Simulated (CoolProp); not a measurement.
A single-stage vapour-compression cycle with R143a: evaporating at 273.15 K (dew point), condensing at 306.15 K (bubble point), superheat 10 K, subcooling 5 K, compressor efficiency 0.9, no pressure losses. Each further row changes one setting.

The numbers come from the reference Helmholtz-energy equation of state, Lemmon and Jacobsen 2000 in CoolProp.

```
case                              cooling COP  pressure ratio  discharge temperature (K)  refrigerating effect (kJ/kg)  volumetric capacity (kJ/m³)
--------------------------------  -----------  --------------  -------------------------  ----------------------------  ---------------------------
as stated                                6.25            2.49                      322.6                           155                         3960
evaporating temperature 278.15 K          [?]            2.14                      321.5                           157                          [?]
condensing temperature 301.15 K          7.63            2.20                        [?]                           163                         4180
subcooling 10 K                          6.58            2.49                      322.6                           163                         4180
superheat 20 K                            [?]            2.49                        [?]                           [?]                         4010
compressor efficiency 0.8                5.55            2.49                        [?]                           155                         3960
```

What belongs in the gaps?


- evaporating temperature 278.15 K, cooling COP: 7.67
- evaporating temperature 278.15 K, volumetric capacity (kJ/m³): 4700
- condensing temperature 301.15 K, discharge temperature (K): 316.8
- superheat 20 K, cooling COP: 6.29
- superheat 20 K, discharge temperature (K): 332.2
- superheat 20 K, refrigerating effect (kJ/kg): 165
- compressor efficiency 0.8, discharge temperature (K): 325.0
